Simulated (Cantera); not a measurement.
Input: 1 mol Pb, 0.9 mol CO, 20 mol N2, at 75.0 Torr.

Cantera equilibrium calculation (NASA polynomials, part measured and part estimated; ideal gas, pure solids and liquids). Candidate condensed phases: C, Pb, PbO, PbO2, Pb3O4; 27 gas species. Rates play no part.

x: gas mole fraction; n: condensed amount in mol.

| T (°C) | x N2 | x Pb | x CO | x CO2 | x Pb2 | x C2N2 | x CN | n C(graphite) | n Pb(l) |
|---|---|---|---|---|---|---|---|---|---|
| 500 | 0.968 | 2.31e-7 | 0.0213 | 0.0111 | <1e-12 | <1e-12 | <1e-12 | … | 1.000 |
| 600 | 0.959 | 6.36e-6 | 0.0396 | 0.00178 | 2.25e-12 | <1e-12 | <1e-12 | … | 1.000 |
| 700 | 0.957 | 8.75e-5 | 0.0427 | 0.000183 | 1.82e-10 | <1e-12 | <1e-12 | … | 0.998 |
| 800 | 0.956 | 0.000731 | 0.0430 | 2.60e-5 | 6.34e-9 | <1e-12 | <1e-12 | … | 0.985 |
| 900 | 0.953 | 0.00422 | 0.0429 | 5.13e-6 | 1.19e-7 | 3.05e-12 | <1e-12 | … | 0.911 |
| 1000 | 0.939 | 0.0184 | 0.0423 | 1.28e-6 | 1.38e-6 | 3.73e-11 | <1e-12 | 0 | 0.609 |
| 1100 | 0.913 | 0.0457 | 0.0411 | 3.84e-7 | 5.60e-6 | 3.11e-10 | 1.07e-11 | 0 | 0 |
| 1200 | 0.913 | 0.0457 | 0.0411 | 1.43e-7 | 3.89e-6 | 2.00e-9 | 1.45e-10 | 0 | 0 |
| 1300 | 0.913 | 0.0457 | 0.0411 | 6.07e-8 | 2.83e-6 | 1.01e-8 | 1.40e-9 | 0 | 0 |

**Question.** Some entries are withheld; supply them.

**Answer.** 
- 500, n C(graphite): 0.230
- 600, n C(graphite): 0.0371
- 700, n C(graphite): 0.00382
- 800, n C(graphite): 0.000544
- 900, n C(graphite): 0.000108
